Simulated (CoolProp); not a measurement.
Decamethyltetrasiloxane (MD2M) along the isobar 0.101 MPa: density (kg/m³) from the reference equation and from simpler models built on Tc = 326.2 °C, pc = 1.144 MPa, ω = 0.635; each cubic takes its own stable root.

Values from CoolProp's reference Helmholtz-energy equation of state, Thol 2017.

```csv
T (°C),phase,reference,Soave-Redlich-Kwong,Peng-Robinson
138.25,liquid,732.9,656.2,740.5
147.25,liquid,723.0,647.8,731.4
156.25,liquid,712.9,638.9,721.7
165.35,liquid,702.4,629.4,711.4
174.35,liquid,691.8,619.6,700.6
183.45,liquid,680.8,609.0,689.1
192.45,liquid,669.6,597.9,676.9
201.55,gas,8.542,8.599,8.634
210.55,gas,8.341,8.393,8.428
219.55,gas,8.151,8.199,8.232
228.65,gas,7.970,8.013,8.046
```
